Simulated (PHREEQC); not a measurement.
Acid mine or pickling water (model solution)

Synthetic water in mmol/kgw, 20 °C, pH 2.44, pe 9.2:

```
constituent  mmol/kgw
-----------  --------
Na                2.5
K               0.368
Ca              0.223
Mg               1.18
Cl               1.29
S(6)             5.92
Ni            0.00247
```

Valence states are taken as typed.

All values are PHREEQC results (ion-association model, wateq4f.dat), not measurements.

Each row changes one thing in this solution. No solid was allowed to form.

| case | ionic strength (mol/kgw) | SO4-2 (mol/kgw) | HSO4- (mol/kgw) | Mg+2 (mol/kgw) | MgSO4 (mol/kgw) | Ca+2 (mol/kgw) | SI of Gypsum (CaSO4:2H2O) | SI of Epsomite (MgSO4:7H2O) |
|---|---|---|---|---|---|---|---|---|
| as made | 0.0157 | 0.00452 | 0.000997 | 0.000870 | 0.000310 | 0.000167 | -1.96 | -3.65 |
| all concentrations times 4 at the same typed pH | … | 0.0177 | … | 0.00265 | … | 0.000518 | -1.13 | -2.82 |
| S(6) from 5.92 to 17.8 mmol/kgw | … | 0.0143 | … | 0.000662 | 0.000518 | 0.000129 | -1.73 | -3.42 |

What belongs in the gaps?


- all concentrations times 4 at the same typed pH, ionic strength (mol/kgw): 0.0537
- all concentrations times 4 at the same typed pH, HSO4- (mol/kgw): 0.00312
- all concentrations times 4 at the same typed pH, MgSO4 (mol/kgw): 0.00207
- S(6) from 5.92 to 17.8 mmol/kgw, ionic strength (mol/kgw): 0.0358
- S(6) from 5.92 to 17.8 mmol/kgw, HSO4- (mol/kgw): 0.00275
